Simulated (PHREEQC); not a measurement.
1 kg of water holding 33 mmol/kgw MgCl2 and 4.9 mmol/kgw KCl is evaporated at 20 °C; the solids stay in contact with the brine. No CO2 enters from the air. The run lets Bischofite, Brucite, Carnallite, Sylvite, MgCl2_4H2O precipitate or redissolve, and no other solid.

The series has 28 steps of water left (kg), from 1 to 0.00385.

The numbers come from PHREEQC with the Pitzer model, pitzer.dat.

### Question
Which solids form, in which order, and at which step of the series does each first stand?

### Answer
Carnallite from water left = 0.007195 kg; Bischofite from water left = 0.00385 kg.

Complexes and solids missing from the database can't appear.
